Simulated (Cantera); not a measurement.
A closed system holds: 1 mol SiH2Cl2, 1.6 mol NH3, 2.4 mol H2, at 1248 K and 0.100 bar.

Equilibrium computed with Cantera from the NASA thermochemical tables; the gas is ideal and each condensed phase is pure. Candidate condensed phases: NH4Cl, Si, Si3N4; 28 gas species. The tables' values for SiCl3 are old estimates; treat these amounts as uncertain. Rates play no part.

Base state: H2 0.709, HCl 0.258, N2 0.0247, SiCl4 0.00668, SiHCl3 0.000646, SiCl3 0.000538, SiCl2 0.000313 (mole fractions); condensed: Si3N4(s).

**Question.** What changes in the equilibrium state with this change: pressure from 0.100 bar to 10.0 mbar?

**Answer.** 
```tsv
species	before	after
H2	0.709	0.703
HCl	0.258	0.267
N2	0.0247	0.0236
SiCl4	0.00668	0.00370
SiCl2	0.000313	0.00161
SiHCl3	0.000646	0.000344
SiCl3	0.000538	0.000909
Si3N4(s), mol	0.314	0.318
```
